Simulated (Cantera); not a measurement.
Input: 1 mol Mg(OH)2, 1.7 mol C, 0.022 mol H2, at 1650 K and 14.0 mbar.

Method: chemical equilibrium by Gibbs-energy minimisation in Cantera with the NASA 1993 tables (ideal gas, pure condensed phases). Candidate condensed phases: C, C6H6, C7H8, C8H18, H2O, Mg, MgCO3, MgO, Mg(OH)2; 116 gas species. The tables' values for MgH are old estimates; treat these amounts as uncertain. Equilibrium is a limit: real reactors are often held back by kinetics, nucleation or transport.

Base state: CO 0.497, H2 0.298, Mg 0.204, H 0.000419, MgH 0.000158 (mole fractions); condensed: MgO(s).

Q: What changes in the equilibrium state with this change: C from 1.7 to 0.07 mol?

A: 
```tsv
species	before	after
H2O	3.54e-6	0.809
H2	0.298	0.127
CO2	1.83e-6	0.0426
CO	0.497	0.0215
Mg	0.204	3.80e-7
MgH	0.000158	<1e-9
OH	<1e-9	7.88e-5
H	0.000419	0.000273
MgO(s), mol	0.300	1.000
```
